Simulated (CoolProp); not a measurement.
Vapour-liquid equilibrium of ethane (1) + n-butane (2) at 0.242 MPa; x and y are mole fractions of (1).

Values from CoolProp's multi-fluid Helmholtz-energy mixture model, Bücker 2006 and Bücker 2006; pair parameters Kunz 2012.

```tsv
x	bubble temperature (K)	y at the bubble point	dew temperature at overall composition x (K)	liquid density (mol/L)
0.05	280.6	___	296.3	10.36
0.125	260.6	0.757	293.8	11.03
0.2	246.7	0.878	291.1	11.60
0.275	236.9	0.932	___	12.13
0.35	229.6	0.958	___	12.63
0.425	224.0	0.973	281.6	13.13
0.5	___	0.982	277.9	13.62
0.575	215.8	0.988	273.7	14.13
0.65	212.7	0.992	269.0	___
0.725	210.0	0.994	263.4	15.18
0.8	207.7	0.996	256.5	15.73
0.875	205.6	0.998	247.2	16.31
0.95	203.6	0.999	232.2	___
```

Problem. Complete the blanks.

Solution. 
- 0.05, y at the bubble point: 0.446
- 0.275, dew temperature at overall composition x (K): 288.2
- 0.35, dew temperature at overall composition x (K): 285.0
- 0.5, bubble temperature (K): 219.4
- 0.65, liquid density (mol/L): 14.65
- 0.95, liquid density (mol/L): 16.91

No azeotrope shows between x = 0.05 and 0.95.

Pair parameters are fitted to limited data, so mixtures are less certain than the pure fluids.
